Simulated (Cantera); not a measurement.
Input: 1 mol Al₂O₃, 5.9 mol HCl, 25 mol N₂, 0.00058 mol Cl₂, equilibrated at 54.0 Pa.

Equilibrium computed with Cantera from the NASA thermochemical tables; the gas is ideal and each condensed phase is pure. Candidate condensed phases: Al, AlCl₃, AlN, Al₂O₃, H₂O, NH₄Cl; 45 gas species. The numbers say what is thermodynamically allowed, not how fast it happens.

Problem. At 802 °C, list the 5 most abundant gas species with their mole fractions, and the condensed phases.

Solution. N₂ 0.809, HCl 0.191, Cl 4.66e-5, H₂O 2.72e-5, AlCl₃ 1.81e-5. Condensed: Al₂O₃(s).
